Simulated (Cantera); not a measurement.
An adiabatic, constant-pressure homogeneous reactor starts with CH4 : C2H6 : O2 : N2 = 1 : 0.083 : 2.55 : 12.5 (molar parts), equivalence ratio 0.90, at 1723 K and 1.00 bar. Integrator tolerance rtol = 1e-08.

Detailed kinetics in Cantera: GRI-Mech 3.0 (53 species, 325 reactions).

Q: What does this change do: pressure from 1.00 bar to 20.0 bar?

A: 
| quantity | before | after |
|---|---|---|
| time of steepest temperature rise | 70.2 µs | 9.22 µs |
| temperature at 3.00 s | 2701 K | 2873 K |
| equilibrium temperature | 2701 K | 2873 K |
| x(CH4) at 3.00 s | <1e-12 (gas-phase equilibrium <1e-12) | <1e-12 (gas-phase equilibrium <1e-12) |
| x(C2H6) at 3.00 s | <1e-12 (gas-phase equilibrium <1e-12) | <1e-12 (gas-phase equilibrium <1e-12) |
| x(O2) at 3.00 s | 0.0240 (gas-phase equilibrium 0.0240) | 0.0183 (gas-phase equilibrium 0.0183) |
| x(NO) at 3.00 s | 0.0105 (gas-phase equilibrium 0.0105) | 0.0118 (gas-phase equilibrium 0.0118) |
| x(CH2CO) at 3.00 s | <1e-12 (gas-phase equilibrium <1e-12) | <1e-12 (gas-phase equilibrium <1e-12) |
The pressure lies above the range GRI-Mech 3.0 was tuned for (to about 10 atm).

Q: What does this change do: pressure from 1.00 bar to 9.90 bar?

A: 
```json
[
 {"quantity": "time of steepest temperature rise", "before": "70.2 µs", "after": "14.7 µs"},
 {"quantity": "temperature at 3.00 s", "before": "2701 K", "after": "2837 K"},
 {"quantity": "equilibrium temperature", "before": "2701 K", "after": "2837 K"},
 {"quantity": "x(CH4) at 3.00 s", "before": "<1e-12 (gas-phase equilibrium <1e-12)", "after": "<1e-12 (gas-phase equilibrium <1e-12)"},
 {"quantity": "x(C2H6) at 3.00 s", "before": "<1e-12 (gas-phase equilibrium <1e-12)", "after": "<1e-12 (gas-phase equilibrium <1e-12)"},
 {"quantity": "x(O2) at 3.00 s", "before": "0.0240 (gas-phase equilibrium 0.0240)", "after": "0.0196 (gas-phase equilibrium 0.0196)"},
 {"quantity": "x(NO) at 3.00 s", "before": "0.0105 (gas-phase equilibrium 0.0105)", "after": "0.0116 (gas-phase equilibrium 0.0116)"},
 {"quantity": "x(CH2CO) at 3.00 s", "before": "<1e-12 (gas-phase equilibrium <1e-12)", "after": "<1e-12 (gas-phase equilibrium <1e-12)"}
]
```
